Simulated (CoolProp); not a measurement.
Methane at 331.17 K and 16.5 MPa is throttled through a valve to 9.21 MPa with no heat exchange. Each further row changes one setting.

Computed with CoolProp (reference Helmholtz-energy equation of state, Setzmann 1991).

```json
[
 {"case": "as stated", "temperature change (K)": "-18.1", "final phase": "supercritical", "final density (kg/m³)": "64.0"},
 {"case": "outlet pressure 2.76 MPa", "temperature change (K)": "-42.5", "final phase": "gas", "final density (kg/m³)": "19.5"},
 {"case": "outlet pressure 12 MPa", "temperature change (K)": "-10.1", "final phase": "supercritical", "final density (kg/m³)": "81.8"}
]
```
